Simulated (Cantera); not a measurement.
# Thermodynamics of thermal oxidation and active oxidation of silicon, feed Si + O2 + H2 + CO2

Charge: 1 mol Si, 0.26 mol O2, 1.4 mol H2, 1.3 mol CO2, equilibrated at 0.133 bar.

Cantera equilibrium calculation (NASA polynomials, part measured and part estimated; ideal gas, pure solids and liquids). Candidate condensed phases: C, C6H6, C7H8, C8H18, H2O, Si, SiC, SiO2; 123 gas species. Mutual solubility and eutectic melting of coexisting phases are not modelled. The tables hold silica as quartz up to 1696 K and as liquid above; real silica turns to tridymite and cristobalite and melts near 1996 K. Rates play no part.

From 1152 °C to 1277 °C the condensed part is C(graphite) + SiO2(β-quartz). From 1302 °C to 1377 °C the condensed part is SiC(s) + SiO2(β-quartz). The main Si-bearing gas is SiO throughout.

| T (°C) | x H2 | x CO | x SiO | x H | x CH4 | x H2O | x CO2 | n C(graphite) | n SiO2(β-quartz) | n SiC(s) |
|---|---|---|---|---|---|---|---|---|---|---|
| 1152 | 0.555 | 0.444 | 7.26e-6 | 1.39e-5 | 0.000155 | 9.99e-5 | 3.52e-5 | 0.180 | 1.000 | 0 |
| 1177 | 0.555 | 0.444 | 1.95e-5 | 1.93e-5 | 0.000136 | 8.21e-5 | 2.76e-5 | 0.180 | 1.000 | 0 |
| 1202 | 0.555 | 0.444 | 5.04e-5 | 2.65e-5 | 0.000119 | 6.79e-5 | 2.19e-5 | 0.180 | 1.000 | 0 |
| 1227 | 0.555 | 0.444 | 0.000126 | 3.59e-5 | 0.000106 | 5.65e-5 | 1.75e-5 | 0.180 | 1.000 | 0 |
| 1252 | 0.555 | 0.444 | 0.000307 | 4.83e-5 | 9.37e-5 | 4.73e-5 | 1.41e-5 | 0.179 | 0.999 | 0 |
| 1277 | 0.555 | 0.445 | 0.000725 | 6.42e-5 | 8.34e-5 | 3.98e-5 | 1.14e-5 | 0.178 | 0.998 | 0 |
| 1302 | 0.529 | 0.469 | 0.00145 | 8.28e-5 | 6.27e-5 | 3.68e-5 | 1.12e-5 | 0 | 0.937 | 0.0587 |
| 1327 | 0.528 | 0.469 | 0.00256 | 0.000108 | 4.42e-5 | 3.96e-5 | 1.17e-5 | 0 | 0.935 | 0.0577 |
| 1352 | 0.527 | 0.468 | 0.00444 | 0.000140 | 3.15e-5 | 4.26e-5 | 1.22e-5 | 0 | 0.932 | 0.0561 |
| 1377 | 0.525 | 0.467 | 0.00757 | 0.000180 | 2.26e-5 | 4.55e-5 | 1.26e-5 | 0 | 0.927 | 0.0533 |
x: gas mole fraction; n: condensed amount in mol.
